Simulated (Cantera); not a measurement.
**Adiabatic ignition**

An adiabatic, constant-pressure homogeneous reactor starts with CO : H2 : O2 : N2 : CO2 = 1 : 0.47 : 1.79 : 9.86 : 3.7 (molar parts), at 1798 K and 500000 Pa.

Computed with Cantera and GRI-Mech 3.0 (53 species, 325 reactions). The hydrogen kinetics of GRI-Mech 3.0 are dated; newer H2 mechanisms differ, most at raised pressure.

```
t (s)     T (K)     x CO      x H2    x O2      x NO       x H   x H2O2     x N2O
--------  -----  -------  --------  ------  --------  --------  -------  --------
1.00e-6    1798   0.0595    0.0279   0.106  4.20e-12   7.54e-6  7.56e-9  1.02e-10
3.35e-6    1806   0.0594    0.0155  0.0982   8.58e-8   0.00357  7.07e-7   7.12e-8
1.12e-5    1937   0.0523  0.000918  0.0858   7.00e-6   0.00189  4.63e-7   1.61e-6
3.76e-5    2087   0.0348  0.000595  0.0790   2.01e-5  0.000821  2.35e-7   2.08e-6
0.000126   2222   0.0178  0.000298  0.0722   5.39e-5  0.000245  1.17e-7   1.82e-6
0.000422   2297  0.00789  0.000134  0.0683  0.000128   6.76e-5  7.71e-8   1.02e-6
0.00141    2310  0.00612  0.000107  0.0675  0.000302   4.75e-5  7.37e-8   8.33e-7
0.00474    2309  0.00609  0.000106  0.0672  0.000847   4.71e-5  7.34e-8   8.29e-7
0.0159     2306  0.00602  0.000105  0.0664   0.00246   4.62e-5  7.25e-8   8.24e-7
0.0532     2301  0.00589  0.000103  0.0647   0.00568   4.45e-5  7.06e-8   8.22e-7
0.178      2298  0.00582  0.000102  0.0638   0.00752   4.36e-5  6.96e-8   8.25e-7
0.597      2298  0.00582  0.000102  0.0638   0.00758   4.36e-5  6.96e-8   8.25e-7
2.00       2298  0.00582  0.000102  0.0638   0.00758   4.36e-5  6.96e-8   8.25e-7
```
x: mole fraction; the columns are a selection and need not sum to one.

```json
{
  "time_of_steepest_temperature_rise": "4.04 µs",
  "temperature at 2.00 s": "2298 K",
  "equilibrium_temperature": "2298 K",
  "x(CO) at 2.00 s": "0.00582 (gas-phase equilibrium 0.00582)",
  "x(H2) at 2.00 s": "0.000102 (gas-phase equilibrium 0.000102)",
  "x(O2) at 2.00 s": "0.0638 (gas-phase equilibrium 0.0638)"
}
```
